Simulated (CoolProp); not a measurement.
100 sccm (0 °C, 1 atm) of nitrogen bubbles through liquid octamethylcyclotetrasiloxane (D4) at 347.3 K and leaves saturated at a total pressure of 0.0515 MPa (ideal gas phase). Each further row changes one setting.

Computed with CoolProp (reference Helmholtz-energy equation of state, Thol 2015).

```
case                      vapour pressure (kPa)  mole fraction of vapour  delivery (mg/min)  delivery (sccm)  change of delivery for a bath 1 K warmer (%)
------------------------  ---------------------  -----------------------  -----------------  ---------------  --------------------------------------------
as stated                                  2.71                   0.0526               73.4             5.55                                           5.4
bath temperature 352.3 K                    [?]                   0.0671                [?]             7.20                                           5.3
total pressure 0.103 MPa                   2.71                      [?]               35.7              [?]                                           5.2
```

**Question.** Some entries are withheld; supply them.

**Answer.** 
- bath temperature 352.3 K, vapour pressure (kPa): 3.46
- bath temperature 352.3 K, delivery (mg/min): 95.2
- total pressure 0.103 MPa, mole fraction of vapour: 0.0263
- total pressure 0.103 MPa, delivery (sccm): 2.70
